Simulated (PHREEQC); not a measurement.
A solution holds 3.1 mmol/kgw KH2PO4, 2.2 mmol/kgw HF and 0.7 mmol/kgw H4SiO4, at 25 °C. Closed to the air; pH follows from the charge balance.

Equilibrium calculation in PHREEQC: ion-association model, phreeqc.dat.

Problem. The ionic strength comes out as 0.00393 mol/kgw. What activity coefficients do K+, F-, H+, SiF6-2, HF2- get?

Solution. K+ 0.93, F- 0.93, H+ 0.94, SiF6-2 0.77, HF2- 0.94.

No solid was allowed to form. The solution is supersaturated, for example in Quartz (slow to form), Chalcedony (slow to form), so a real one may precipitate; this is no full list. SiF6-2 is the database's only silicon fluoride.
